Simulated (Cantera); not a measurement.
Input: 1 mol Cr, 0.12 mol O2, 2.2 mol H2, 29 mol H2O, equilibrated at 2273 K and 1.00 Torr.

Method: chemical equilibrium by Gibbs-energy minimisation in Cantera with the NASA 1993 tables (ideal gas, pure condensed phases). Candidate condensed phases: Cr, Cr2O3, H2O; 13 gas species. Rates play no part.

Base state: H2O 0.610, H2 0.161, H 0.0923, OH 0.0543, O2 0.0340, O 0.0214, CrO2 0.0133, CrO 0.0105 (mole fractions); condensed: gas only.

### Question
What changes in the equilibrium state with this change: temperature from 2273 K to 1050 K?

### Answer
| species | before | after |
|---|---|---|
| H2O | 0.610 | 0.889 |
| H2 | 0.161 | 0.111 |
| H | 0.0923 | 7.40e-8 |
| OH | 0.0543 | 1.89e-9 |
| O2 | 0.0340 | <1e-9 |
| O | 0.0214 | <1e-9 |
| CrO2 | 0.0133 | <1e-9 |
| CrO | 0.0105 | <1e-9 |
| Cr | 0.00315 | <1e-9 |
| CrO3 | 4.66e-5 | <1e-9 |
| Cr2O3(s), mol | 0 | 0.500 |
